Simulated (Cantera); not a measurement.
A closed system holds: 1 mol SiH4, 5.5 mol N2, held at 1750 °C and 7.50 Torr.

Cantera equilibrium calculation (NASA polynomials, part measured and part estimated; ideal gas, pure solids and liquids). Candidate condensed phases: Si, Si3N4; 18 gas species. The tables' values for SiN are old estimates; treat these amounts as uncertain. Gases not in the tables: Si2H6 and higher silanes. Equilibrium is a limit: real reactors are often held back by kinetics, nucleation or transport.

Base state: N2 0.725, H2 0.259, H 0.00966, Si 0.00569, SiH 0.000186, Si2N 0.000154, SiN 0.000119, Si2 6.23e-5 (mole fractions); condensed: Si(l).

Task: What changes in the equilibrium state with this change: pressure from 7.50 Torr to 0.0900 Torr?

Result: 
```csv
species,before,after
N2,0.725,0.623
H2,0.259,0.189
Si,0.00569,0.112
H,0.00966,0.0753
SiH2,3.13e-5,5.39e-6
Si2,6.23e-5,0.000289
Si2N,0.000154,7.24e-5
"Si(l), mol",0.951,0
```

Task: What changes in the equilibrium state with this change: temperature from 1750 °C to 1650 °C?

Result: 
```tsv
species	before	after
N2	0.725	0.730
H2	0.259	0.263
H	0.00966	0.00483
Si	0.00569	0.00170
Si2	6.23e-5	1.45e-5
Si3	1.32e-5	3.23e-6
SiN	0.000119	4.57e-5
SiH	0.000186	7.12e-5
Si(l), mol	0.951	0.985
```
